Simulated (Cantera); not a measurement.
Mixture: CH4 : H2 : O2 : N2 : H2O = 1 : 1.2 : 3.66 : 13.8 : 2.6 (molar parts), equivalence ratio 0.71, at 1.01 bar, adiabatic and at constant volume. Ignition delay is the time to a rise of 400 K.

Computed with Cantera and GRI-Mech 3.0 (53 species, 325 reactions).

Task: At T0 = 1248 K, what is the delay, and which 5 reactions control it most (d ln τ / d ln k, from doubling and halving each rate constant)?

Result: The delay is 0.483 ms.
```
reaction                 d ln τ / d ln k   faster rate
-----------------------  ---------------  ------------
H + O2 <=> O + OH                  -1.40   shortens it
CH4 + OH <=> CH3 + H2O              0.46  lengthens it
H2 + OH <=> H + H2O                -0.43   shortens it
CH3 + HO2 <=> CH3O + OH            -0.30   shortens it
CH4 + H <=> CH3 + H2                0.28  lengthens it
```
